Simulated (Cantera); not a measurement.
What does this Cantera script print?

```python
import numpy as np
import cantera as ct

gas_names = [...]  # 118 gases of nasa_gas.yaml made of C, Cl, F, H
cond_names = """
    C(gr) C6H6(L) C7H8(L) C8H18(L),n-octa
""".split()


# ... load() reads the species with a 1 bar reference pressure and builds the phases ...
atoms = {
    'CH3Cl': {'C': 1, 'H': 3, 'CL': 1},
    'F2': {'F': 2},
    'H2': {'H': 2},
}
top_T = {'C(gr)': 4500}  # K; cautious upper limits of use, not melting points


# ... equilibrate(T, P, feed) seeds the gas with the atoms and calls Mixture.equilibrate('TP', solver="vcs", rtol=1e-11, max_steps=5000) ...
results = []
feed = {'CH3Cl': 1, 'F2': 0.084, 'H2': 0.14}  # mol
P = 1.9  # Pa
for T in [2325, 2400, 2475, 2550, 2625, 2700, 2775, 2850, 2925]:
    mix = equilibrate(T, P, feed)
    results.append((T, P, feed, dict(zip(mix.species_names, mix.species_moles))))

top = {s: max(r[3][s] / sum(r[3][g] for g in gas_names) for r in results) for s in gas_names}
cols = sorted((s for s in top if top[s] > 1e-05), key=lambda s: -top[s])[:6]
seen = [c for c in cond_names if any(r[3].get(c, 0) > 1e-12 for r in results)]
print("log10 of partial pressures in bar; condensed amounts in mol")
print(f"{'T/K':>10s}" + "".join(f"{s[:9]:>10s}" for s in cols + seen))
for T, P, feed, n in results:
    ng = sum(n[g] for g in gas_names)
    print(f"{T:10.4g}" + "".join(f"{np.log10(max(n[s] / ng * P / 1e5, 1e-99)):10.3f}" for s in cols)
          + "".join(f"{n.get(c, 0):10.4g}" for c in seen))
```

Result:

```
log10 of partial pressures in bar; condensed amounts in mol
       T/K         H        CL         C        H2        C3        HF     C(gr)
      2325    -4.918    -5.371    -7.903    -5.919    -7.578    -6.095    0.9764
      2400    -4.893    -5.365    -7.401    -6.189    -7.008    -6.124    0.9194
      2475    -4.886    -5.369    -6.930    -6.477    -6.474    -6.161    0.7253
      2550    -4.903    -5.393    -6.486    -6.793    -5.973    -6.236    0.0828
      2625    -4.905    -5.401    -6.230    -7.065    -5.986    -6.326         0
      2700    -4.908    -5.410    -6.012    -7.324    -6.070    -6.462         0
      2775    -4.914    -5.421    -5.824    -7.576    -6.203    -6.652         0
      2850    -4.922    -5.433    -5.673    -7.821    -6.414    -6.882         0
      2925    -4.931    -5.444    -5.569    -8.053    -6.729    -7.133         0
```

Cantera equilibrium calculation (NASA polynomials, part measured and part estimated; ideal gas, pure solids and liquids).
